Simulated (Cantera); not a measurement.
**Fluorocarbon and chlorocarbon gases: CF4 + Si + H2**

Input: 1 mol CF4, 0.095 mol Si, 2.4 mol H2, held at 1875 K and 10000 Pa.

These are equilibrium values from Cantera (NASA tables, ideal gas, pure condensed phases), not measurements of a reactor. Candidate condensed phases: C, C6H6, C7H8, C8H18, Si, SiC; 113 gas species. The tables' values for SiF3 are old estimates; treat these amounts as uncertain. Equilibrium is a limit: real reactors are often held back by kinetics, nucleation or transport.

- x(HF): 0.841
- x(H2): 0.136
- x(SiF4): 0.0215
- x(H): 0.000765
- x(SiF3): 0.000515
- x(C2H2 (acetylene)): 4.32e-5
- x(SiHF3): 1.47e-5
- x(SiF2): 4.15e-6
- x(F): 1.13e-6
- n(C(graphite)): 1.000 mol
- gas amount: 4.308 mol
- log10 activity of Si(l) (absent): -8.13
